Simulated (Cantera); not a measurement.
Input: 1 mol C3H8, 0.34 mol H2O, 5.6 mol H2, at 77.0 bar.

Cantera equilibrium calculation (NASA polynomials, part measured and part estimated; ideal gas, pure solids and liquids). Candidate condensed phases: C, C6H6, C7H8, C8H18, H2O; 110 gas species. The ideal-gas law is rough above about 30 bar. Kinetics and transport are ignored.

### Question
Which condensed phases are stable at each of these points (T (K)): 550, 750, 950, 1150, 1350, 1550, 1750, 1950, 2150, 2350, 2550, 2750?

### Answer
```csv
T (K),condensed phases,C condensed (%)
550,gas only,0.0
750,gas only,0.0
950,gas only,0.0
1150,gas only,0.0
1350,C(graphite),27.0
1550,C(graphite),54.7
1750,C(graphite),70.0
1950,C(graphite),77.4
2150,C(graphite),80.4
2350,C(graphite),80.1
2550,C(graphite),76.2
2750,C(graphite),67.2
```

From 550 K to 1150 K nothing is condensed. From 1350 K to 2750 K the condensed part is C(graphite).
